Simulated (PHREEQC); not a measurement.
Dissolve 0.052 mol/kgw NaHF2 at 25 °C. Closed to the air; pH follows from the charge balance.

Model: ion-association model, phreeqc.dat, run in PHREEQC.

```json
{
  "pH": "3.09",
  "ionic_strength": "0.0521 mol/kgw",
  "density": "1.000 g/cm³",
  "total_alkalinity": "-52.0 meq/kg"
}
```

```json
[
 {"species": "Na+", "molality": "0.0511", "activity": "0.0421", "log γ": "-0.085"},
 {"species": "F-", "molality": "0.0446", "activity": "0.0361", "log γ": "-0.092"},
 {"species": "HF", "molality": "0.0436", "activity": "0.0441", "log γ": "0.005"},
 {"species": "HF2-", "molality": "0.00746", "activity": "0.00611", "log γ": "-0.087"},
 {"species": "H+", "molality": "0.000956", "activity": "0.000815", "log γ": "-0.070"},
 {"species": "NaF", "molality": "0.000863", "activity": "0.000874", "log γ": "0.005"}
]
```

Precipitation was switched off in this run.
